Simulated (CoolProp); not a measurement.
Values from CoolProp's reference Helmholtz-energy equation of state, Tillner-Roth 1997.

Q: For CH2F2 (R32), give the phase and the Joule-Thomson coefficient (K/MPa), Prandtl number at 394.9 K and 1.08 MPa; 394.9 K and 4.34 MPa; 394.9 K and 6.51 MPa.

A: 
- 394.9 K and 1.08 MPa: gas; Joule-Thomson coefficient 10.2, Prandtl number 0.782
- 394.9 K and 4.34 MPa: gas; Joule-Thomson coefficient 9.51, Prandtl number 0.878
- 394.9 K and 6.51 MPa: supercritical; Joule-Thomson coefficient 8.76, Prandtl number 1.04

Viscosity comes from a separate model (Bell 2016), an estimate that may be off by 10 % or more. Thermal conductivity comes from a separate model (Huber 2003), an estimate that may be off by 10 % or more.
